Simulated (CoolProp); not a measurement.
Vapour-liquid equilibrium of CHF3 (R23) (1) + propylene (2) at -96.85 °C; x and y are mole fractions of (1).

Computed with CoolProp (multi-fluid Helmholtz-energy mixture model, Penoncello 2003 and Lemmon 2013; pair parameters Bell 2016).

```tsv
x	bubble pressure, mixture model (kPa)	bubble pressure, Raoult's law (kPa)	y, mixture model	y, Raoult's law
0.05	14.10	6.905	0.647	0.286
0.15	26.13	10.34	0.823	0.573
0.25	32.65	13.77	0.867	0.717
0.35	35.79	17.20	0.884	0.804
0.45	37.07	20.63	0.891	0.862
0.55	37.49	24.06	0.893	0.903
0.65	37.70	27.50	0.895	0.934
0.75	38.08	30.93	0.900	0.958
0.85	38.77	34.36	0.915	0.977
0.95	39.49	37.79	0.957	0.993
```

The largest gap from Raoult's law is +152.7 % in bubble pressure, at x = 0.15. No azeotrope shows between x = 0.05 and 0.95.

Pair parameters are fitted to limited data, so mixtures are less certain than the pure fluids. With so large a gap from Raoult's law the liquid may split in two, which this calculation doesn't test in full.
